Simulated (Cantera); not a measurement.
Equilibrium for nitride etching: BN + H₂O + H₂

Charge: 1 mol BN, a varied amount of H₂O, 54 mol H₂, held at 2025 K and 0.133 bar.

Cantera equilibrium calculation (NASA polynomials, part measured and part estimated; ideal gas, pure solids and liquids). Candidate condensed phases: B, BN, B₂O₃, B₃O₃H₃, H₂O; 39 gas species. The tables' values for BH₂ are old estimates; treat these amounts as uncertain. Kinetics and transport are ignored.

```json
[
 {"n(H₂O) (mol)": "0.36", "x H₂": "0.985", "x H₂O": "5.45e-6", "x HBO": "0.00591", "x HBO₂": "5.40e-6", "n BN(s)": "0.622"},
 {"n(H₂O) (mol)": "0.43", "x H₂": "0.983", "x H₂O": "7.00e-6", "x HBO": "0.00699", "x HBO₂": "8.23e-6", "n BN(s)": "0.554"},
 {"n(H₂O) (mol)": "0.52", "x H₂": "0.980", "x H₂O": "9.14e-6", "x HBO": "0.00837", "x HBO₂": "1.29e-5", "n BN(s)": "0.466"},
 {"n(H₂O) (mol)": "0.62", "x H₂": "0.978", "x H₂O": "1.17e-5", "x HBO": "0.00986", "x HBO₂": "1.94e-5", "n BN(s)": "0.367"},
 {"n(H₂O) (mol)": "0.74", "x H₂": "0.975", "x H₂O": "1.49e-5", "x HBO": "0.0116", "x HBO₂": "2.93e-5", "n BN(s)": "0.249"},
 {"n(H₂O) (mol)": "0.89", "x H₂": "0.971", "x H₂O": "1.92e-5", "x HBO": "0.0137", "x HBO₂": "4.47e-5", "n BN(s)": "0.102"},
 {"n(H₂O) (mol)": "1.1", "x H₂": "0.969", "x H₂O": "0.000445", "x HBO": "0.0140", "x HBO₂": "0.00106", "n BN(s)": "0"},
 {"n(H₂O) (mol)": "1.3", "x H₂": "0.968", "x H₂O": "0.00155", "x HBO": "0.0117", "x HBO₂": "0.00309", "n BN(s)": "0"},
 {"n(H₂O) (mol)": "1.5", "x H₂": "0.967", "x H₂O": "0.00299", "x HBO": "0.00968", "x HBO₂": "0.00494", "n BN(s)": "0"},
 {"n(H₂O) (mol)": "1.8", "x H₂": "0.964", "x H₂O": "0.00575", "x HBO": "0.00740", "x HBO₂": "0.00729", "n BN(s)": "0"},
 {"n(H₂O) (mol)": "2.2", "x H₂": "0.959", "x H₂O": "0.0104", "x HBO": "0.00536", "x HBO₂": "0.00958", "n BN(s)": "0"},
 {"n(H₂O) (mol)": "2.7", "x H₂": "0.953", "x H₂O": "0.0171", "x HBO": "0.00384", "x HBO₂": "0.0114", "n BN(s)": "0"},
 {"n(H₂O) (mol)": "3.2", "x H₂": "0.945", "x H₂O": "0.0245", "x HBO": "0.00293", "x HBO₂": "0.0125", "n BN(s)": "0"}
]
```
x: gas mole fraction; n: condensed amount in mol.

From 0.36 mol H₂O to 0.89 mol H₂O the condensed part is BN(s). From 1.1 mol H₂O to 3.2 mol H₂O nothing is condensed. The main B-bearing gas is HBO at 0.36 mol H₂O and HBO₂ at 3.2 mol H₂O.
